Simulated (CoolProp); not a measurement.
Vapour pressure (kPa) of tetrahydrofuran: the reference equation beside estimates from Tc = 267.0 °C, pc = 5304 kPa, ω = 0.234. Clausius-Clapeyron is anchored at 67.85 °C with a constant enthalpy of vaporisation of 29.92 kJ/mol.

Model: reference Helmholtz-energy equation of state, Fiedler 2023, in CoolProp.

| T (°C) | reference | Lee-Kesler | Clausius-Clapeyron | van der Waals | Redlich-Kwong | Soave-Redlich-Kwong |
|---|---|---|---|---|---|---|
| 18.65 | 16.25 | 15.37 | 18.20 | 244.4 | 32.89 | 15.65 |
| 43.25 | 45.65 | 43.94 | 47.46 | 400.4 | 83.94 | 44.39 |
| 67.85 | 107.8 | 105.6 | 107.8 | 613.9 | 181.6 | 106.0 |
| 92.45 | 222.8 | 221.5 | 219.3 | 893.2 | 346.6 | 221.5 |
| 116.95 | 414.2 | 416.1 | 406.9 | 1244 | 600.0 | 416.0 |
| 141.55 | 711.3 | 719.7 | 703.2 | 1676 | 965.6 | 721.2 |
| 166.15 | 1145 | 1162 | 1143 | 2193 | 1464 | 1170 |
| 190.75 | 1749 | 1779 | 1765 | 2800 | 2116 | 1798 |

Absolute difference from the reference over all 8 rows, mean and median: Lee-Kesler 2.1 and 1.6 %, Clausius-Clapeyron 2.7 and 1.4 %, van der Waals 429.9 and 250.6 %, Redlich-Kwong 55.0 and 50.2 %, Soave-Redlich-Kwong 1.9 and 1.9 %.
